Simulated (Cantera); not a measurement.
# Premixed flame

A freely propagating, adiabatic, planar premixed flame of H2 : O2 : N2 : H2O = 1 : 0.568 : 2.14 : 0.4 (molar parts), unburnt at 675 K and 1.10 bar; mixture-averaged transport, grid criteria slope 0.08 and curve 0.16, no radiation.

Cantera simulation using the H2/O2 subset of GRI-Mech 3.0, which has no nitrogen chemistry; the numbers are that mechanism's predictions, not measurements. Burning velocities carry a grid error of a few per cent, more on coarse grids.

```
z (mm)  T (K)  u (m/s)    x H2    x O2   x H2O      x H   x H2O2       x O
------  -----  -------  ------  ------  ------  -------  -------  --------
-1.21     675     7.08   0.243   0.138  0.0974    <1e-8    <1e-8     <1e-8
-0.805    675     7.08   0.243   0.138  0.0974    <1e-8    <1e-8     <1e-8
-0.604    675     7.08   0.243   0.138  0.0974    <1e-8    <1e-8     <1e-8
-0.403    675     7.08   0.243   0.138  0.0974  1.68e-8    <1e-8     <1e-8
-0.201    687     7.17   0.238   0.139  0.0987  7.69e-5  3.41e-6   5.85e-6
-0.101    851     8.68   0.209   0.135   0.117  0.00298  1.88e-5  0.000257
0        1239     12.3   0.128   0.103   0.190   0.0209  8.60e-6   0.00379
0.101    1532     15.0  0.0588  0.0579   0.271   0.0349  4.36e-6   0.00890
0.201    1681     16.3  0.0400  0.0418   0.299   0.0324  2.58e-6   0.00985
0.403    1835     17.6  0.0339  0.0353   0.315   0.0233  1.36e-6   0.00838
0.805    1980     18.8  0.0286  0.0310   0.329   0.0145  7.69e-7   0.00608
1.61     2107     19.8  0.0220  0.0271   0.344  0.00799  4.99e-7   0.00396
3.22     2206     20.6  0.0151  0.0240   0.357  0.00389  3.59e-7   0.00234
```
x: mole fraction of selected species; z is measured from the peak of heat release.

```yaml
laminar_burning_velocity: 708 cm/s
thermal_thickness: 0.403 mm
peak x(H): 0.0352
peak x(H2O2): 1.89e-5
peak x(O): 0.00989
grid_points: 124
```
